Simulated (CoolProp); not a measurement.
A Linde-Hampson liquefier for methane: isothermal reversible compression at 230 K from 1 atm to 40 MPa, throttling to 1 atm, return gas leaving the recuperator 10 K below the feed. Each further row changes one setting.

Values from CoolProp's reference Helmholtz-energy equation of state, Setzmann 1991.

| case | liquid yield per pass | compression work (kJ/kg of gas) |
|---|---|---|
| as stated | (withheld) | 609 |
| high pressure 80 MPa | (withheld) | (withheld) |
| warm-end temperature 260 K | (withheld) | 727 |
| warm-end gap 15 K | (withheld) | 609 |

**Question.** Fill in the missing entries.

**Answer.** 
- as stated, liquid yield per pass: 0.391
- high pressure 80 MPa, liquid yield per pass: 0.331
- high pressure 80 MPa, compression work (kJ/kg of gas): 724
- warm-end temperature 260 K, liquid yield per pass: 0.314
- warm-end gap 15 K, liquid yield per pass: 0.382
